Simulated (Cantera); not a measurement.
A closed system holds: 1 mol KCl, 0.15 mol HF, 0.31 mol H2, equilibrated at 1250 K and 0.000180 bar.

These are equilibrium values from Cantera (NASA tables, ideal gas, pure condensed phases), not measurements of a reactor. Candidate condensed phases: K, KCl, KF, KHF2; 23 gas species. Rates play no part.

Base state: KCl 0.671, H2 0.213, HF 0.0936, HCl 0.00995, KF 0.00943, K2Cl2 0.00312, K 0.000517, H 1.66e-5 (mole fractions); condensed: gas only.

Question: What changes in the equilibrium state with this change: temperature from 1250 K to 1450 K?

Answer: 
```
species    before     after
-------  --------  --------
KCl         0.671     0.665
H2          0.213     0.209
HF         0.0936    0.0898
HCl       0.00995    0.0174
K        0.000517   0.00472
KF        0.00943    0.0127
Cl        6.65e-7   2.19e-5
H         1.66e-5  0.000323
```
